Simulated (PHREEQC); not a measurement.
A solution holds 0.011 mol/kgw ZnSO4 and 0.0044 mol/kgw MnSO4, at 25 °C. Closed to the air; pH follows from the charge balance.

Model: ion-association model, wateq4f.dat, run in PHREEQC.

Each row changes one thing in this solution. This is a speciation only: nothing precipitates in the calculation.

| case | pH | ionic strength (mol/kgw) | SO4-2 (mol/kgw) | HSO4- (mol/kgw) |
|---|---|---|---|---|
| as made | 5.78 | 0.0397 | 0.00962 | 9.15e-7 |
| ZnSO4 left out | 6.62 | 0.0141 | 0.00352 | 5.73e-8 |
| MnSO4 replaced by H2SO4 at the same molality | 2.27 | 0.0361 | 0.00853 | 0.00265 |
| ZnSO4 replaced by ZnBr2 at the same molality | 5.65 | 0.0433 | 0.00255 | 3.19e-7 |
| MnSO4 from 0.0044 to 0.00044 mol/kgw | 5.74 | 0.0302 | 0.00734 | 7.98e-7 |
| MnSO4 from 0.0044 to 0.044 mol/kgw | 5.95 | 0.126 | 0.0303 | 1.48e-6 |
| ZnSO4 from 0.011 to 0.0011 mol/kgw | 6.15 | 0.0170 | 0.00423 | 2.00e-7 |
| MnSO4 replaced by CaSO4 at the same molality | 5.78 | 0.0394 | 0.00955 | 9.04e-7 |
